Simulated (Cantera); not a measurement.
Charge: 1 mol Fe2O3, 1.3 mol CO, 14 mol H2, at 675 °C.

Method: chemical equilibrium by Gibbs-energy minimisation in Cantera with the NASA 1993 tables (ideal gas, pure condensed phases). Candidate condensed phases: C, C6H6, C7H8, C8H18, Fe, Fe(CO)5, FeO, Fe(OH)2, Fe(OH)3, Fe2O3, Fe3O4, H2O; 114 gas species. The tables' stoichiometric FeO is somewhat more stable than real wüstite, so its field is too wide. FeO: taken at fixed stoichiometry. Rates play no part.

Task: Which condensed phases are stable at each of these points (P (Pa)): 10, 68, 460, 3200, 22000, 150000, 1000000?

Result: 
```csv
P (Pa),condensed phases,Fe condensed (%)
10,Fe(α) + FeO(s),100.0
68,Fe(α) + FeO(s),100.0
460,Fe(α) + FeO(s),100.0
3200,Fe(α) + FeO(s),100.0
22000,Fe(α) + FeO(s),100.0
150000,Fe(α) + FeO(s),100.0
1000000,FeO(s),100.0
```

From 10.0 Pa to 1.50 bar the condensed part is Fe(α) + FeO(s). At 10.0 bar the condensed part is FeO(s).
